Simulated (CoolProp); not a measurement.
Vapour-liquid equilibrium of n-butane (1) + R245fa (2) at 323 K; x and y are mole fractions of (1).

Computed with CoolProp (multi-fluid Helmholtz-energy mixture model, Bücker 2006 and Akasaka 2015; pair parameters Bell 2016).

```tsv
x	bubble pressure (bar)	y at the bubble point	dew pressure at overall composition x (bar)	liquid density (mol/L)
0.05	4.129	0.193	3.588	9.397
0.2	5.435	0.441	4.161	9.227
0.35	5.994	0.535	4.902	9.095
0.5	6.211	0.589	5.796	9.021
0.65	6.262	0.636	6.250	9.022
0.8	6.115	0.708	5.765	9.105
0.95	5.429	0.879	5.136	9.266
```

y crosses x between x = 0.5 and 0.65: the model has an azeotrope there.

Pair parameters are fitted to limited data, so mixtures are less certain than the pure fluids. With so large a gap from Raoult's law the liquid may split in two, which this calculation doesn't test in full.
